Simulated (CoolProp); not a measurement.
Vapour-liquid equilibrium of hydrogen sulfide (1) + propane (2) at 0.343 MPa; x and y are mole fractions of (1).

Values from CoolProp's multi-fluid Helmholtz-energy mixture model, Lemmon 2006 and Lemmon 2009; pair parameters Kunz 2012.

| x | bubble temperature (K) | y at the bubble point | dew temperature at overall composition x (K) | liquid density (mol/L) |
|---|---|---|---|---|
| 0.05 | 256.5 | 0.220 | 261.6 | 12.72 |
| 0.15 | 248.4 | 0.460 | 258.7 | 13.55 |
| 0.25 | 244.0 | 0.576 | 255.6 | 14.43 |
| 0.35 | 241.5 | 0.641 | 252.3 | 15.43 |
| 0.45 | 240.1 | 0.683 | 248.7 | 16.58 |
| 0.55 | 239.2 | 0.715 | 244.9 | 17.92 |
| 0.65 | 238.7 | 0.743 | 241.2 | 19.46 |
| 0.75 | 238.4 | 0.776 | 238.6 | 21.23 |
| 0.85 | 238.4 | 0.824 | 238.6 | 23.20 |
| 0.95 | 239.3 | 0.916 | 239.7 | 25.31 |

y crosses x between x = 0.75 and 0.85: the model has an azeotrope there.

The pair parameters rest on a limited set of measurements; away from them the model extrapolates.
